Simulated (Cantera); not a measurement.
Mixture: 13.1 % CH4, 1.31 % CO, 18.0 % O2, 67.5 % N2, equivalence ratio 1.5, at 10.0 bar, adiabatic and at constant pressure. Ignition delay is the time to a rise of 400 K.

Computed with Cantera and GRI-Mech 3.0 (53 species, 325 reactions).

**Question.** Predict: delay at 1248 K; delay at 1323 K; delay at 1398 K; delay at 1473 K; delay at 1548 K; delay at 1623 K; delay at 1698 K; apparent activation energy between 1548 and 1698 K.

**Answer.** 
```
Item                                                    Result
--------------------------------------------------  ----------
delay at 1248 K                                        3.78 ms
delay at 1323 K                                        1.55 ms
delay at 1398 K                                       0.676 ms
delay at 1473 K                                       0.309 ms
delay at 1548 K                                       0.148 ms
delay at 1623 K                                        74.0 µs
delay at 1698 K                                        38.8 µs
apparent activation energy between 1548 and 1698 K  190 kJ/mol
```
